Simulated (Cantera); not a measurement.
A perfectly stirred reactor is fed with C2H6 : H2 = 1 : 2.2 (molar parts), at 1.70 bar; it is held at 1573 K, and followed from long to short residence time.

Computed with Cantera and GRI-Mech 3.0 (53 species, 325 reactions). GRI-Mech 3.0 stops at C3 and has no aromatics, soot or wall deposition, so with more carbon than oxygen in the feed, carbon stays in small species such as C2H2 where larger ones or solid carbon would form.

Q: Predict: x(C2H6) at τ = 18.0 s; x(H2) at τ = 18.0 s; x(C2H) at τ = 18.0 s; x(C2H4) at τ = 18.0 s; x(CH2) at τ = 18.0 s; x(C2H6) at τ = 18.0 ms; x(H2) at τ = 18.0 ms; x(C2H) at τ = 18.0 ms; x(C2H4) at τ = 18.0 ms; x(CH2) at τ = 18.0 ms.

A: 
* **x(C2H6) at τ = 18.0 s**: 0.000135
* **x(H2) at τ = 18.0 s**: 0.703
* **x(C2H) at τ = 18.0 s**: 1.41e-8
* **x(C2H4) at τ = 18.0 s**: 0.0219
* **x(CH2) at τ = 18.0 s**: 3.76e-9
* **x(C2H6) at τ = 18.0 ms**: 0.00139
* **x(H2) at τ = 18.0 ms**: 0.712
* **x(C2H) at τ = 18.0 ms**: 3.34e-8
* **x(C2H4) at τ = 18.0 ms**: 0.0314
* **x(CH2) at τ = 18.0 ms**: 1.91e-8
